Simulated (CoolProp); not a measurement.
Hexamethyldisiloxane (MM) at 298.15 K and 0.00461 MPa is compressed adiabatically to 0.021 MPa with isentropic efficiency 0.7. Each further row changes one setting.

Computed with CoolProp (reference Helmholtz-energy equation of state, Thol 2016).

```json
[
 {"case": "as stated", "work (kJ/kg)": "32.9", "final phase": "two-phase, vapour fraction 0.951", "final density (kg/m³)": "1.34"},
 {"case": "efficiency 1", "work (kJ/kg)": "?", "final phase": "?", "final density (kg/m³)": "1.41"},
 {"case": "efficiency 0.65", "work (kJ/kg)": "35.5", "final phase": "?", "final density (kg/m³)": "?"}
]
```

Problem. Some entries are withheld; supply them.

Solution. 
- efficiency 1, work (kJ/kg): 23.1
- efficiency 1, final phase: two-phase, vapour fraction 0.905
- efficiency 0.65, final phase: two-phase, vapour fraction 0.963
- efficiency 0.65, final density (kg/m³): 1.33
